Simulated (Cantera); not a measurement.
Input (Python, Cantera):

```python
import numpy as np
import cantera as ct

gas = ct.Solution("gri30.yaml")


def delay(T, t_max=10):
    gas.TPX = T, 1000000, {'CH4': 1, 'CO': 0.082, 'O2': 2.52, 'N2': 6.8}
    reactor = ct.IdealGasReactor(gas, clone=False)
    net = ct.ReactorNet([reactor])
    net.rtol, net.atol = 1e-8, 1e-16
    while net.time < t_max:
        t_old, T_old = net.time, reactor.T
        net.step()
        if reactor.T > T + 400:  # ignition: a rise of 400 K
            return t_old + (T + 400 - T_old) / (reactor.T - T_old) * (net.time - t_old)
    return np.nan


taus = []
for T in [1273, 1373, 1473, 1573, 1673, 1773, 1873, 1973]:
    taus.append(delay(T))
    print(f"T0 = {T:6g} K   tau = {taus[-1]:.4e} s")
```

It prints:

```
T0 =   1273 K   tau = 1.3813e-03 s
T0 =   1373 K   tau = 4.4529e-04 s
T0 =   1473 K   tau = 1.6088e-04 s
T0 =   1573 K   tau = 6.4431e-05 s
T0 =   1673 K   tau = 2.8463e-05 s
T0 =   1773 K   tau = 1.3808e-05 s
T0 =   1873 K   tau = 7.3011e-06 s
T0 =   1973 K   tau = 4.1650e-06 s
```

Detailed kinetics in Cantera: GRI-Mech 3.0 (53 species, 325 reactions).
